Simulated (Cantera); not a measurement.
Cantera run:

```python
import numpy as np
import cantera as ct

gas_names = """
    C CN CO CO2 C2 CCN CNC C2N2 C2O C3 C3O2 C4 C4N2 C5 N NCO NO NO2 NO3 N2 N2O O O2 O3 Si SiC SiC2 SiN
    SiO SiO2 Si2 Si2C Si2N Si3
""".split()
cond_names = """
    C(gr) Si(cr) Si(L) SiC(b) SiO2(Lqz) SiO2(hqz) SiO2(L) Si2N2O(s) Si3N4(a)
""".split()


# ... load() reads the species with a 1 bar reference pressure and builds the phases ...
atoms = {
    'SiO2': {'Si': 1, 'O': 2},
    'C': {'C': 1},
    'N2': {'N': 2},
}
top_T = {'C(gr)': 4500, 'SiC(b)': 3050, 'Si2N2O(s)': 2100, 'Si3N4(a)': 2400}  # K; cautious upper limits of use, not melting points


# ... equilibrate(T, P, feed) seeds the gas with the atoms and calls Mixture.equilibrate('TP', solver="vcs", rtol=1e-11, max_steps=5000) ...
results = []
T = 2125  # K
P = 1333.22  # Pa
for m in [0.55, 0.96, 1.4, 1.8, 2.2, 2.6, 3, 3.4, 3.8, 4.2, 4.6, 5]:
    feed = {'SiO2': 1, 'C': m, 'N2': 8.4}  # mol
    mix = equilibrate(T, P, feed)
    results.append((T, P, feed, dict(zip(mix.species_names, mix.species_moles))))
    x = sorted(zip(gas.X, gas.species_names), reverse=True)
    print(f"T = {T:g} K  P = {P:g} Pa  n(C) = {m:g} mol  gas = {mix.phase_moles(0):.4g} mol")
    print("   x: " + "  ".join(f"{s} {v:.3e}" for v, s in x if v > 1e-06))
    print("   condensed (mol): " + ("  ".join(f"{mix.phase(i).name} {mix.phase_moles(i):.4g}"
          for i in range(1, mix.n_phases) if mix.phase_moles(i) > 1e-12) or "none"))
```

It prints:

```
T = 2125 K  P = 1333.22 Pa  n(C) = 0.55 mol  gas = 9.556 mol
   x: N2 8.790e-01  SiO 6.321e-02  CO 5.204e-02  CO2 5.515e-03  SiO2 1.449e-04  NO 7.904e-05  O 4.634e-05  O2 1.050e-05
   condensed (mol): SiO2(L) 0.3945
T = 2125 K  P = 1333.22 Pa  n(C) = 0.96 mol  gas = 10.36 mol
   x: N2 8.108e-01  SiO 9.643e-02  CO 8.894e-02  CO2 3.722e-03  SiO2 8.730e-05  NO 2.998e-05  O 1.830e-05  O2 1.637e-06
   condensed (mol): none
T = 2125 K  P = 1333.22 Pa  n(C) = 1.4 mol  gas = 10.49 mol
   x: N2 8.008e-01  CO 1.187e-01  SiO 7.197e-02  Si 7.764e-03  Si2C 3.488e-04  SiN 1.578e-04  Si2N 1.106e-04  Si2 6.364e-05  SiC2 1.119e-05  Si3 7.667e-06  CN 2.883e-06
   condensed (mol): SiC(b) 0.1508
T = 2125 K  P = 1333.22 Pa  n(C) = 1.8 mol  gas = 10.47 mol
   x: N2 8.022e-01  CO 1.372e-01  SiO 5.387e-02  Si 6.250e-03  Si2C 2.808e-04  SiN 1.271e-04  Si2N 7.171e-05  Si2 4.124e-05  SiC2 1.391e-05  Si3 3.999e-06  CN 3.584e-06
   condensed (mol): SiC(b) 0.3607
T = 2125 K  P = 1333.22 Pa  n(C) = 2.2 mol  gas = 10.45 mol
   x: N2 8.035e-01  CO 1.557e-01  SiO 3.567e-02  Si 4.774e-03  Si2C 2.145e-04  SiN 9.717e-05  Si2N 4.187e-05  Si2 2.406e-05  SiC2 1.821e-05  CN 4.697e-06  Si3 1.782e-06
   condensed (mol): SiC(b) 0.5701
T = 2125 K  P = 1333.22 Pa  n(C) = 2.6 mol  gas = 10.44 mol
   x: N2 8.049e-01  CO 1.742e-01  SiO 1.747e-02  Si 3.159e-03  Si2C 1.419e-04  SiN 6.435e-05  SiC2 2.752e-05  Si2N 1.834e-05  Si2 1.053e-05  CN 7.105e-06
   condensed (mol): SiC(b) 0.7802
T = 2125 K  P = 1333.22 Pa  n(C) = 3 mol  gas = 10.41 mol
   x: N2 8.067e-01  CO 1.897e-01  SiO 2.319e-03  Si 1.103e-03  SiC2 7.883e-05  Si2C 4.954e-05  SiN 2.249e-05  CN 2.037e-05  C2N2 4.432e-06  Si2N 2.238e-06  Si2 1.284e-06
   condensed (mol): C(gr) 0.05948  SiC(b) 0.9622
T = 2125 K  P = 1333.22 Pa  n(C) = 3.4 mol  gas = 10.41 mol
   x: N2 8.067e-01  CO 1.897e-01  SiO 2.319e-03  Si 1.103e-03  SiC2 7.883e-05  Si2C 4.954e-05  SiN 2.249e-05  CN 2.037e-05  C2N2 4.432e-06  Si2N 2.238e-06  Si2 1.284e-06
   condensed (mol): C(gr) 0.4595  SiC(b) 0.9622
T = 2125 K  P = 1333.22 Pa  n(C) = 3.8 mol  gas = 10.41 mol
   x: N2 8.067e-01  CO 1.897e-01  SiO 2.319e-03  Si 1.103e-03  SiC2 7.883e-05  Si2C 4.954e-05  SiN 2.249e-05  CN 2.037e-05  C2N2 4.432e-06  Si2N 2.238e-06  Si2 1.284e-06
   condensed (mol): C(gr) 0.8595  SiC(b) 0.9622
T = 2125 K  P = 1333.22 Pa  n(C) = 4.2 mol  gas = 10.41 mol
   x: N2 8.067e-01  CO 1.897e-01  SiO 2.319e-03  Si 1.103e-03  SiC2 7.883e-05  Si2C 4.954e-05  SiN 2.249e-05  CN 2.037e-05  C2N2 4.432e-06  Si2N 2.238e-06  Si2 1.284e-06
   condensed (mol): C(gr) 1.259  SiC(b) 0.9622
T = 2125 K  P = 1333.22 Pa  n(C) = 4.6 mol  gas = 10.41 mol
   x: N2 8.067e-01  CO 1.897e-01  SiO 2.319e-03  Si 1.103e-03  SiC2 7.883e-05  Si2C 4.954e-05  SiN 2.249e-05  CN 2.037e-05  C2N2 4.432e-06  Si2N 2.238e-06  Si2 1.284e-06
   condensed (mol): C(gr) 1.659  SiC(b) 0.9622
T = 2125 K  P = 1333.22 Pa  n(C) = 5 mol  gas = 10.41 mol
   x: N2 8.067e-01  CO 1.897e-01  SiO 2.319e-03  Si 1.103e-03  SiC2 7.883e-05  Si2C 4.954e-05  SiN 2.249e-05  CN 2.037e-05  C2N2 4.432e-06  Si2N 2.238e-06  Si2 1.284e-06
   condensed (mol): C(gr) 2.059  SiC(b) 0.9622
```

Equilibrium computed with Cantera from the NASA thermochemical tables; the gas is ideal and each condensed phase is pure. The tables' values for SiN, SiO2 are old estimates; treat these amounts as uncertain. The tables hold silica as quartz up to 1696 K and as liquid above; real silica turns to tridymite and cristobalite and melts near 1996 K.
